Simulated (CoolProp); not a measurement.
Vapour-liquid equilibrium of propane (1) + m-xylene (2) at 163 kPa; x and y are mole fractions of (1).

The numbers come from the multi-fluid Helmholtz-energy mixture model, Lemmon 2009 and Zhou 2012; pair parameters Bell 2016 in CoolProp.

```json
[
 {"x": "0.05", "bubble temperature, mixture model (K)": "341.8", "bubble temperature, Raoult's law (K)": "350.8", "y, mixture model": "0.940", "y, Raoult's law": "0.920"},
 {"x": "0.125", "bubble temperature, mixture model (K)": "295.8", "bubble temperature, Raoult's law (K)": "310.5", "y, mixture model": "0.994", "y, Raoult's law": "0.988"},
 {"x": "0.2", "bubble temperature, mixture model (K)": "278.4", "bubble temperature, Raoult's law (K)": "292.0", "y, mixture model": "0.998", "y, Raoult's law": "0.996"},
 {"x": "0.275", "bubble temperature, mixture model (K)": "268.9", "bubble temperature, Raoult's law (K)": "280.6", "y, mixture model": "0.999", "y, Raoult's law": "0.998"},
 {"x": "0.35", "bubble temperature, mixture model (K)": "262.8", "bubble temperature, Raoult's law (K)": "272.5", "y, mixture model": "0.999", "y, Raoult's law": "0.999"},
 {"x": "0.425", "bubble temperature, mixture model (K)": "258.5", "bubble temperature, Raoult's law (K)": "266.4", "y, mixture model": "1.000", "y, Raoult's law": "1.000"},
 {"x": "0.5", "bubble temperature, mixture model (K)": "255.3", "bubble temperature, Raoult's law (K)": "261.4", "y, mixture model": "1.000", "y, Raoult's law": "1.000"},
 {"x": "0.575", "bubble temperature, mixture model (K)": "252.7", "bubble temperature, Raoult's law (K)": "257.3", "y, mixture model": "1.000", "y, Raoult's law": "1.000"},
 {"x": "0.65", "bubble temperature, mixture model (K)": "250.6", "bubble temperature, Raoult's law (K)": "253.9", "y, mixture model": "1.000", "y, Raoult's law": "1.000"},
 {"x": "0.725", "bubble temperature, mixture model (K)": "248.8", "bubble temperature, Raoult's law (K)": "250.8", "y, mixture model": "1.000", "y, Raoult's law": "1.000"},
 {"x": "0.8", "bubble temperature, mixture model (K)": "247.1", "bubble temperature, Raoult's law (K)": "248.2", "y, mixture model": "1.000", "y, Raoult's law": "1.000"},
 {"x": "0.875", "bubble temperature, mixture model (K)": "245.4", "bubble temperature, Raoult's law (K)": "245.8", "y, mixture model": "1.000", "y, Raoult's law": "1.000"},
 {"x": "0.95", "bubble temperature, mixture model (K)": "243.7", "bubble temperature, Raoult's law (K)": "243.7", "y, mixture model": "1.000", "y, Raoult's law": "1.000"}
]
```

The largest gap from Raoult's law is -14.7 K in bubble temperature, at x = 0.125. No azeotrope shows between x = 0.05 and 0.95.

The pair parameters rest on a limited set of measurements; away from them the model extrapolates. With so large a gap from Raoult's law the liquid may split in two, which this calculation doesn't test in full.
